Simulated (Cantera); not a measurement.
# Thermodynamics of boron, boron nitride and boron oxide, feed B₂O₃ + H₂O + H₂

Input: 1 mol B₂O₃, a varied amount of H₂O, 2.9 mol H₂, equilibrated at 64.0 Pa.

These are equilibrium values from Cantera (NASA tables, ideal gas, pure condensed phases), not measurements of a reactor. Candidate condensed phases: B, B₂O₃, B₃O₃H₃, H₂O; 23 gas species. Rates play no part.

Question: Map the stable condensed phases over T = 777, 877, 977, 1077, 1177, 1277, 1377, 1477, 1577, 1677, 1777 °C and n(H₂O) in mol = 0.36, 0.57, 0.89, 1.4, 2.2, 3.4, 5.3, 8.3, 13.

Answer: 
```
T in °C \ n(H₂O) in mol
         0.36 0.57 0.89  1.4  2.2  3.4  5.3  8.3   13
   1777     A    A    A    A    A    A    A    A    A
   1677     A    A    A    A    A    A    A    A    A
   1577     A    A    A    A    A    A    A    A    A
   1477     A    A    A    A    A    A    A    A    A
   1377     A    A    A    A    A    A    A    A    A
   1277     B    B    A    A    A    A    A    A    A
   1177     B    B    B    B    B    A    A    A    A
   1077     B    B    B    B    B    B    B    A    A
    977     B    B    B    B    B    B    B    B    B
    877     B    B    B    B    B    B    B    B    B
    777     B    B    B    B    B    B    B    B    B
```
A: gas only; B: B₂O₃.
